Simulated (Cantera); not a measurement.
An isothermal, constant-pressure homogeneous reactor starts with 3.19 % H₂, 9.96 % O₂, 82.7 % N₂, 4.18 % H₂O, equivalence ratio 0.16, at 1225 K and 0.158 atm.

Computed with Cantera and GRI-Mech 3.0 (53 species, 325 reactions).

x: mole fraction; the columns are a selection and need not sum to one.

| t (s) | x H₂ | x O₂ | x N₂O | x OH | x H | x O |
|---|---|---|---|---|---|---|
| 0.000300 | 0.0319 | 0.0996 | <1e-12 | ___ | 2.66e-6 | 1.44e-6 |
| 0.000726 | 0.00767 | 0.0866 | 7.31e-9 | ___ | 0.00944 | 0.00560 |
| 0.00176 | 0.00156 | 0.0842 | 3.78e-8 | ___ | 0.00289 | 0.00306 |
| 0.00425 | 0.000349 | 0.0847 | 5.74e-8 | ___ | 0.000273 | 0.000648 |
| 0.0103 | 5.40e-5 | 0.0849 | 7.06e-8 | ___ | 1.61e-5 | 9.87e-5 |
| 0.0249 | 9.30e-6 | 0.0850 | 7.69e-8 | ___ | 1.25e-6 | 1.79e-5 |
| 0.0602 | 2.12e-6 | 0.0850 | 8.01e-8 | ___ | 1.50e-7 | 4.38e-6 |
| 0.146 | 6.10e-7 | 0.0850 | 8.17e-8 | ___ | 2.48e-8 | 1.33e-6 |
| 0.353 | 2.04e-7 | 0.0850 | 8.16e-8 | ___ | 5.04e-9 | 4.60e-7 |
| 0.854 | 7.60e-8 | 0.0850 | 7.88e-8 | ___ | 1.18e-9 | 1.74e-7 |
| 2.07 | 3.17e-8 | 0.0850 | 7.05e-8 | ___ | 3.22e-10 | 7.31e-8 |
| 5.00 | 1.70e-8 | 0.0850 | 5.28e-8 | ___ | 1.27e-10 | 3.88e-8 |

Q: What belongs in the gaps?

A: 
- 0.000300, x OH: 9.45e-7
- 0.000726, x OH: 0.00234
- 0.00176, x OH: 0.00148
- 0.00425, x OH: 0.000665
- 0.0103, x OH: 0.000257
- 0.0249, x OH: 0.000110
- 0.0602, x OH: 5.47e-5
- 0.146, x OH: 3.01e-5
- 0.353, x OH: 1.77e-5
- 0.854, x OH: 1.09e-5
- 2.07, x OH: 7.04e-6
- 5.00, x OH: 5.13e-6
